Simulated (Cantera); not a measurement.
Charge: 1 mol Si₃N₄, a varied amount of CO₂, 390 mol N₂, held at 1450 °C and 0.133 bar.

Equilibrium computed with Cantera from the NASA thermochemical tables; the gas is ideal and each condensed phase is pure. Candidate condensed phases: C, Si, SiC, SiO₂, Si₂N₂O, Si₃N₄; 34 gas species. Mutual solubility and eutectic melting of coexisting phases are not modelled. Kinetics and transport are ignored.

Q: Which condensed phases are stable at each of these points (n(CO₂) (mol)): 0.24, 0.41, 0.58, 0.74, 0.91, 1.1, 1.2, 1.4, 1.6, 1.7, 1.9, 2.1?

A: 
```
n(CO₂) (mol)               condensed phases  Si condensed (%)
------------  -----------------------------  ----------------
0.24                   Si₂N₂O(s) + Si₃N₄(s)              97.6
0.41                   Si₂N₂O(s) + Si₃N₄(s)              97.6
0.58                   Si₂N₂O(s) + Si₃N₄(s)              97.6
0.74                   Si₂N₂O(s) + Si₃N₄(s)              97.6
0.91                   Si₂N₂O(s) + Si₃N₄(s)              97.6
1.1           SiC(s) + Si₂N₂O(s) + Si₃N₄(s)              97.6
1.2                      SiC(s) + Si₂N₂O(s)              97.6
1.4                      SiC(s) + Si₂N₂O(s)              97.4
1.6                               Si₂N₂O(s)              93.3
1.7                               Si₂N₂O(s)              86.7
1.9                               Si₂N₂O(s)              73.3
2.1                               Si₂N₂O(s)              60.0
```

From 0.24 mol CO₂ to 0.91 mol CO₂ the condensed part is Si₂N₂O(s) + Si₃N₄(s). At 1.1 mol CO₂ the condensed part is SiC(s) + Si₂N₂O(s) + Si₃N₄(s). From 1.2 mol CO₂ to 1.4 mol CO₂ the condensed part is SiC(s) + Si₂N₂O(s). From 1.6 mol CO₂ to 2.1 mol CO₂ the condensed part is Si₂N₂O(s).
